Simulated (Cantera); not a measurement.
Charge: 1 mol C, 0.026 mol NH₃, 0.91 mol H₂, at 800 K and 30.0 Pa.

These are equilibrium values from Cantera (NASA tables, ideal gas, pure condensed phases), not measurements of a reactor. Candidate condensed phases: C, C₆H₆, C₇H₈, C₈H₁₈; 92 gas species. Kinetics and transport are ignored.

Base state: H₂ 0.986, N₂ 0.0135, CH₄ 0.000392 (mole fractions); condensed: C(graphite).

Q: What changes in the equilibrium state with this change: temperature from 800 K to 2375 K?

A: 
```tsv
species	before	after
H	<1e-9	0.542
H₂	0.986	0.443
N₂	0.0135	0.00808
C₂H₂ (acetylene)	<1e-9	0.00275
HNC	<1e-9	0.000307
C(graphite), mol	1.000	0.987
```

Q: What changes in the equilibrium state with this change: NH₃ from 0.026 to 0.013 mol?

A: 
| species | before | after |
|---|---|---|
| H₂ | 0.986 | 0.993 |
| N₂ | 0.0135 | 0.00695 |
| CH₄ | 0.000392 | 0.000397 |
| C(graphite), mol | 1.000 | 1.000 |

Q: What changes in the equilibrium state with this change: NH₃ from 0.026 to 1.3 mol?

A: 
```
species             before     after
----------------  --------  --------
H₂                   0.986     0.814
N₂                  0.0135     0.185
CH₄               0.000392  0.000268
C(graphite), mol     1.000     0.999
```
